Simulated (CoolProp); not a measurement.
A Linde-Hampson liquefier for ethane: isothermal reversible compression at 320 K from 1 atm to 5 MPa, throttling to 1 atm, return gas leaving the recuperator 10 K below the feed. Each further row changes one setting.

Values from CoolProp's reference Helmholtz-energy equation of state, Bücker 2006.

| case | liquid yield per pass | compression work (kJ/kg of gas) |
|---|---|---|
| as stated | 0.154 | 315 |
| high pressure 10 MPa | 0.418 | 338 |
| warm-end temperature 350 K | … | … |
| warm-end gap 15 K | … | 315 |

Task: What belongs in the gaps?

Result: 
- warm-end temperature 350 K, liquid yield per pass: 0.089
- warm-end temperature 350 K, compression work (kJ/kg of gas): 354
- warm-end gap 15 K, liquid yield per pass: 0.142
